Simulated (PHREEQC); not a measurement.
## Polishing slurry liquid

Dissolve 0.094 mol TMAH and 0.0015 mol K2SO4 per kg of water at 20 °C. Closed to the air; pH follows from the charge balance.

Computed with PHREEQC (ion-association model, phreeqc.dat).

This is a speciation only: nothing precipitates in the calculation.

### Question
Estimate the pH.

### Answer
pH 13.02.

(CH3)4N+ isn't in the database: it is added as a free cation with an ion size of 4 Å.
